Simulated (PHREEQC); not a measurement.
## Brine: speciation

Make-up at 25 °C: 2.8 mol/kgw K2CO3, 0.046 mol/kgw Na2SO4 and 0.15 mol/kgw KBr. Closed to the air; pH follows from the charge balance.

The numbers come from PHREEQC with the Pitzer model, pitzer.dat.

Each row changes one thing in this solution. No solid was allowed to form.

```tsv
case	pH	ionic strength (mol/kgw)	HCO3- (mol/kgw)	CO2 (mol/kgw)	SI of Arcanite (K2SO4)	SI of Glaserite (NaK3(SO4)2)
as made	12.51	8.68	0.00840	1.63e-9	-0.00	-2.04
diluted 100-fold with water	11.18	…	0.00191	2.16e-8	…	-10.95
KBr from 0.15 to 0.015 mol/kgw	12.50	8.54	0.00839	1.67e-9	-0.03	-2.07
temperature from 25 to 35 °C	12.31	8.68	0.0113	3.45e-9	-0.02	-1.98
KBr from 0.15 to 0.75 mol/kgw	12.52	9.28	0.00850	1.47e-9	…	-1.88
diluted 10-fold with water	11.55	0.864	0.00478	1.68e-8	-2.34	…
```

Fill in the missing entries.


- diluted 100-fold with water, ionic strength (mol/kgw): 0.0850
- diluted 100-fold with water, SI of Arcanite (K2SO4): -4.60
- KBr from 0.15 to 0.75 mol/kgw, SI of Arcanite (K2SO4): +0.08
- diluted 10-fold with water, SI of Glaserite (NaK3(SO4)2): -6.46

Some of these states are supersaturated (in Arcanite, for instance). In brines, pH and single-ion activities rest on the MacInnes convention.
